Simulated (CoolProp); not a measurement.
Saturation properties of R1234ze(E) (Tc = 382.5 K, pc = 3635 kPa, ω = 0.313).

Model: reference Helmholtz-energy equation of state, Thol 2016, in CoolProp.

| T (K) | p (kPa) | liquid density (kg/m³) | enthalpy of vaporisation (kJ/kg) | vapour viscosity (µPa s) |
|---|---|---|---|---|
| 300.2 | 530.2 | 1156 | 165.4 | 12.5 |
| 307.1 | 647.9 | 1133 | 159.9 | 12.9 |
| 314.1 | 786.5 | 1108 | 154.0 | 13.2 |
| 321 | 943.7 | 1082 | 147.7 | 13.6 |
| 328 | 1126 | 1054 | 140.9 | 14.0 |
| 334.9 | 1331 | [?] | 133.6 | 14.5 |
| 341.9 | [?] | 992.3 | [?] | 15.0 |
| 348.8 | 1827 | 957.1 | 116.4 | 15.6 |
| 355.8 | 2124 | 916.8 | 106.1 | 16.4 |
| 362.7 | 2453 | 870.5 | 94.25 | 17.4 |

Complete the blanks.


- 334.9, liquid density (kg/m³): 1025
- 341.9, p (kPa): 1566
- 341.9, enthalpy of vaporisation (kJ/kg): 125.4

It boils at 254.2 K under 1 atm.

Viscosity comes from a separate model (Bell 2016), an estimate that may be off by 10 % or more.
